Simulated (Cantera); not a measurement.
Charge: 1 mol Fe3O4, 5.2 mol CO, 0.11 mol H2, held at 5.00 mbar.

Method: chemical equilibrium by Gibbs-energy minimisation in Cantera with the NASA 1993 tables (ideal gas, pure condensed phases). Candidate condensed phases: C, C6H6, C7H8, C8H18, Fe, Fe(CO)5, FeO, Fe(OH)2, Fe(OH)3, Fe2O3, Fe3O4, H2O; 114 gas species. The tables' stoichiometric FeO is somewhat more stable than real wüstite, so its field is too wide. FeO: taken at fixed stoichiometry. The numbers say what is thermodynamically allowed, not how fast it happens.

What share of the Fe ends up in condensed phases as a function of T (K), at 973, 1173, 1373, 1573, 1773, 1973, 2173?


| T (K) | Fe condensed (%) | as |
|---|---|---|
| 973 | 100.0 | Fe(α) + FeO(s) |
| 1173 | 100.0 | FeO(s) |
| 1373 | 100.0 | FeO(s) |
| 1573 | 100.0 | FeO(s) |
| 1773 | 99.6 | FeO(l) |
| 1973 | 96.0 | FeO(l) |
| 2173 | 79.3 | FeO(l) |
